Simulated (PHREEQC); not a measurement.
Consider water at 61 °C with 0.0089 mol HF, 0.0029 mol NH4HF2 and 0.00045 mol H2SiF6 per kg of water. Closed to the air; pH follows from the charge balance.

Equilibrium calculation in PHREEQC: ion-association model, phreeqc.dat.

No solid was allowed to form.

Question: Order these F species by the share of F that they hold, largest first: HF2-, F-, HF, SiF6-2.

Answer: HF (64 %), F- (18 %), SiF6-2 (15 %), HF2- (1.8 %)

The pH is 2.90 and the ionic strength 0.00471 mol/kgw. At this temperature some constants are extrapolated from 25 °C, and those without enthalpy data are left unchanged. SiF6-2 is the database's only silicon fluoride.
